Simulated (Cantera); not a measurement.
Reactions in the system Ba-F-O

Cantera with NASA thermochemical tables; ideal gases at 1 bar, condensed phases pure. Values are per mole of reaction as written; species without (g) are pure solids or liquids, kept so even where they would boil at 1 bar.

3 F2(g) + 3 BaO = 3 BaF2 + O3(g)

| T (K) | ΔH° (kJ) | ΔS° (J/K) | ΔG° (kJ) | log10 K |
|---|---|---|---|---|
| 823 | -1824.7 | -269.4 | -1603.0 | 101.74 |
| 873 | -1822.6 | -267.0 | -1589.5 | 95.11 |
| 923 | -1820.5 | -264.6 | -1576.3 | 89.20 |
| 973 | -1818.1 | -262.1 | -1563.1 | 83.91 |
| 1023 | -1815.5 | -259.5 | -1550.0 | 79.14 |
| 1073 | -1811.7 | -255.8 | -1537.2 | 74.83 |
| 1123 | -1806.4 | -251.0 | -1524.5 | 70.91 |
| 1173 | -1800.0 | -245.4 | -1512.1 | 67.33 |
| 1223 | -1792.7 | -239.4 | -1500.0 | 64.06 |
| 1273 | -1784.9 | -233.1 | -1488.1 | 61.06 |
| 1323 | -1777.0 | -227.0 | -1476.6 | 58.30 |
